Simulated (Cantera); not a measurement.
Feed: 1 mol Al, 6.1 mol Cl₂, 3.4 mol N₂, at 1600 Pa.

Equilibrium computed with Cantera from the NASA thermochemical tables; the gas is ideal and each condensed phase is pure. Candidate condensed phases: Al, AlCl₃, AlN; 11 gas species. Rates play no part.

### Question
At 973 K, list the 5 most abundant gas species with their mole fractions, and the condensed phases.

### Answer
Cl₂ 0.510, N₂ 0.378, AlCl₃ 0.111, Cl 0.00145, Al₂Cl₆ 2.88e-5. Condensed: gas only.
